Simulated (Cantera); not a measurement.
# Abatement and gas-phase synthesis: HBr + H2O

Feed: 1 mol HBr, 7.1 mol H2O, equilibrated at 28.0 bar.

Equilibrium computed with Cantera from the NASA thermochemical tables; the gas is ideal and each condensed phase is pure. Candidate condensed phases: Br2, H2O; 12 gas species. Rates play no part.

| T (°C) | x H2O | x H2 | x HBr | x OH | x Br | x H | x O2 | x O |
|---|---|---|---|---|---|---|---|---|
| 2375 | 0.834 | 0.0304 | 0.0834 | 0.0102 | 0.0359 | 0.00153 | 0.00369 | 0.000331 |
| 2450 | 0.824 | 0.0357 | 0.0800 | 0.0134 | 0.0388 | 0.00221 | 0.00491 | 0.000527 |
| 2525 | 0.812 | 0.0416 | 0.0767 | 0.0172 | 0.0415 | 0.00313 | 0.00636 | 0.000812 |
| 2600 | 0.799 | 0.0483 | 0.0734 | 0.0216 | 0.0441 | 0.00436 | 0.00804 | 0.00122 |
| 2675 | 0.783 | 0.0556 | 0.0702 | 0.0268 | 0.0465 | 0.00598 | 0.00995 | 0.00178 |
| 2750 | 0.765 | 0.0637 | 0.0670 | 0.0328 | 0.0487 | 0.00808 | 0.0121 | 0.00254 |
| 2825 | 0.745 | 0.0724 | 0.0638 | 0.0395 | 0.0508 | 0.0107 | 0.0144 | 0.00355 |
| 2900 | 0.722 | 0.0816 | 0.0607 | 0.0469 | 0.0527 | 0.0141 | 0.0169 | 0.00487 |
| 2975 | 0.697 | 0.0914 | 0.0577 | 0.0551 | 0.0544 | 0.0182 | 0.0195 | 0.00656 |
| 3050 | 0.670 | 0.102 | 0.0546 | 0.0638 | 0.0559 | 0.0233 | 0.0222 | 0.00868 |
| 3125 | 0.640 | 0.112 | 0.0516 | 0.0731 | 0.0572 | 0.0294 | 0.0250 | 0.0113 |
x: gas mole fraction; nothing condenses.

From 2375 °C to 3125 °C nothing is condensed.
